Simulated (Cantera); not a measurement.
Feed: 1 mol Al(CH₃)₃, 80 mol NH₃, 1.7 mol N₂, at 1750 K and 32.0 Pa.

These are equilibrium values from Cantera (NASA tables, ideal gas, pure condensed phases), not measurements of a reactor. Candidate condensed phases: Al, AlN, C, C₆H₆, C₇H₈, C₈H₁₈; 97 gas species. The feed counts by its element totals alone. Kinetics and transport are ignored.

What is the equilibrium state?


```json
{
 "x(H₂)": "0.734",
 "x(N₂)": "0.247",
 "x(H)": "0.0111",
 "x(Al)": "0.00590",
 "x(HCN)": "0.00203",
 "x(C₂H₂ (acetylene))": "8.43e-5",
 "x(HNC)": "6.88e-5",
 "x(AlH)": "4.73e-5",
 "n(C(graphite))": "2.62 mol",
 "gas_amount": "168.1 mol",
 "log10 activity of Al(l) (absent)": "-2.37"
}
```
